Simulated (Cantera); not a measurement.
# Stirred combustor or abatement burner

A perfectly stirred reactor is fed with 28.1 % H₂, 18.0 % O₂, 53.9 % N₂, at 3230 Torr; it is adiabatic with a 598 K inlet, and is followed from long to short residence time, starting on the burning branch (τ in s: 0.048, 0.019, 0.0077, 0.0031, 0.0012, 0.00049, 0.00019, 7.7e-05, 3.1e-05, 1.2e-05).

Computed with Cantera and GRI-Mech 3.0 (53 species, 325 reactions). The hydrogen kinetics of GRI-Mech 3.0 are dated; newer H2 mechanisms differ, most at raised pressure.

```json
[
 {"τ (s)": "0.048", "T (K)": "2534", "x H₂": "0.00532", "x O₂": "0.0401", "x NO₂": "6.82e-6", "x H₂O₂": "9.81e-7", "x H": "0.00104", "x O": "0.00167"},
 {"τ (s)": "0.019", "T (K)": "2535", "x H₂": "0.00536", "x O₂": "0.0405", "x NO₂": "6.18e-6", "x H₂O₂": "9.87e-7", "x H": "0.00105", "x O": "0.00170"},
 {"τ (s)": "0.0077", "T (K)": "2536", "x H₂": "0.00547", "x O₂": "0.0413", "x NO₂": "5.02e-6", "x H₂O₂": "9.98e-7", "x H": "0.00109", "x O": "0.00175"},
 {"τ (s)": "0.0031", "T (K)": "2536", "x H₂": "0.00571", "x O₂": "0.0423", "x NO₂": "3.38e-6", "x H₂O₂": "1.01e-6", "x H": "0.00117", "x O": "0.00186"},
 {"τ (s)": "0.0012", "T (K)": "2531", "x H₂": "0.00629", "x O₂": "0.0434", "x NO₂": "1.82e-6", "x H₂O₂": "1.02e-6", "x H": "0.00136", "x O": "0.00207"},
 {"τ (s)": "0.00049", "T (K)": "2516", "x H₂": "0.00756", "x O₂": "0.0442", "x NO₂": "9.11e-7", "x H₂O₂": "1.01e-6", "x H": "0.00179", "x O": "0.00246"},
 {"τ (s)": "0.00019", "T (K)": "2477", "x H₂": "0.0104", "x O₂": "0.0451", "x NO₂": "4.21e-7", "x H₂O₂": "1.02e-6", "x H": "0.00293", "x O": "0.00337"},
 {"τ (s)": "7.7e-5", "T (K)": "2406", "x H₂": "0.0153", "x O₂": "0.0465", "x NO₂": "1.87e-7", "x H₂O₂": "1.13e-6", "x H": "0.00548", "x O": "0.00506"},
 {"τ (s)": "3.1e-5", "T (K)": "2292", "x H₂": "0.0222", "x O₂": "0.0490", "x NO₂": "8.17e-8", "x H₂O₂": "1.39e-6", "x H": "0.0105", "x O": "0.00774"},
 {"τ (s)": "1.2e-5", "T (K)": "2131", "x H₂": "0.0310", "x O₂": "0.0531", "x NO₂": "4.39e-8", "x H₂O₂": "1.94e-6", "x H": "0.0194", "x O": "0.0113"}
]
```
x: mole fraction; the columns are a selection and need not sum to one.
